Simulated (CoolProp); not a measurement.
Vapour-liquid equilibrium of R113 (1) + n-hexane (2) at 439 K; x and y are mole fractions of (1).

Computed with CoolProp (multi-fluid Helmholtz-energy mixture model, Marx 1992 and Thol 2019; pair parameters Bell 2016).

**Question.** Give the bubble pressure and the first vapour's composition at x = 0.05, 0.2, 0.65. Is there an azeotrope?

**Answer.** x = 0.05: 10.57 bar, y = 0.077; x = 0.2: 11.75 bar, y = 0.273; x = 0.65: 14.53 bar, y = 0.706. No azeotrope shows between x = 0.05 and 0.95.

Pair parameters are fitted to limited data, so mixtures are less certain than the pure fluids.
